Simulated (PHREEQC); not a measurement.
**Acid mine or pickling water: an equilibrium model**

Synthetic water in mmol/kgw, 20 °C, pH 3.67, pe 12.1:

```csv
constituent,mmol/kgw
Na,7.35
K,2.26
Ca,1.76
Mg,0.784
Cl,5.09
S(6),4.85
Pb,0.00285
Mn(2),0.0357
```

Na is adjusted to close the charge balance.
Valence states are taken as typed.

Equilibrium calculation in PHREEQC: ion-association model, phreeqc.dat.

Each row changes one thing in this solution. This is a speciation only: nothing precipitates in the calculation.

```
case                                               ionic strength (mol/kgw)  SO4-2 (mol/kgw)  Ca+2 (mol/kgw)  Mg+2 (mol/kgw)  CaSO4 (mol/kgw)  MgSO4 (mol/kgw)  SI of Anglesite (PbSO4)  SI of Gypsum (CaSO4:2H2O)
-------------------------------------------------  ------------------------  ---------------  --------------  --------------  ---------------  ---------------  -----------------------  -------------------------
as made                                                              0.0197          0.00415         0.00141        0.000604         0.000346         0.000180                    -0.86                      -1.11
temperature from 20 to 80 °C at the same typed pH                    0.0183          0.00369         0.00136      (withheld)       (withheld)         0.000374                    -1.25                      -1.06
Cl from 5.09 to 15.3 mmol/kgw                                    (withheld)          0.00413         0.00146        0.000629         0.000295         0.000155                    -0.96                      -1.18
S(6) from 4.85 to 14.5 mmol/kgw                                      0.0457           0.0126         0.00118        0.000487         0.000584         0.000297                    -0.72                      -0.88
```

### Question
Some entries are withheld; supply them.

### Answer

- temperature from 20 to 80 °C at the same typed pH, Mg+2 (mol/kgw): 0.000410
- temperature from 20 to 80 °C at the same typed pH, CaSO4 (mol/kgw): 0.000398
- Cl from 5.09 to 15.3 mmol/kgw, ionic strength (mol/kgw): 0.0301

Away from 25 °C the constants follow the database's enthalpies or fits; those with neither stay at their 25 °C values.
